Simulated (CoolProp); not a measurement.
Vapour-liquid equilibrium of carbon dioxide (1) + R124 (2) at 241.7 K; x and y are mole fractions of (1).

Computed with CoolProp (multi-fluid Helmholtz-energy mixture model, Span 1996 and de Vries 1995; pair parameters Bell 2016).

| x | bubble pressure, mixture model (kPa) | bubble pressure, Raoult's law (kPa) | y, mixture model | y, Raoult's law |
|---|---|---|---|---|
| 0.05 | 107.7 | 107.3 | 0.625 | 0.633 |
| 0.15 | 230.1 | 239.1 | 0.835 | 0.853 |
| 0.25 | 345.3 | 370.9 | 0.897 | 0.916 |
| 0.35 | 459.2 | 502.7 | 0.929 | 0.946 |
| 0.45 | 576.2 | 634.5 | 0.950 | 0.964 |
| 0.55 | 699.4 | 766.3 | 0.964 | 0.976 |
| 0.65 | 831.0 | 898.1 | 0.975 | 0.984 |
| 0.75 | 972.2 | 1030 | 0.984 | 0.990 |
| 0.85 | 1123 | 1162 | 0.992 | 0.995 |
| 0.95 | 1280 | 1294 | 0.997 | 0.998 |

The largest gap from Raoult's law is -9.2 % in bubble pressure, at x = 0.45. No azeotrope shows between x = 0.05 and 0.95.

The pair parameters rest on a limited set of measurements; away from them the model extrapolates.
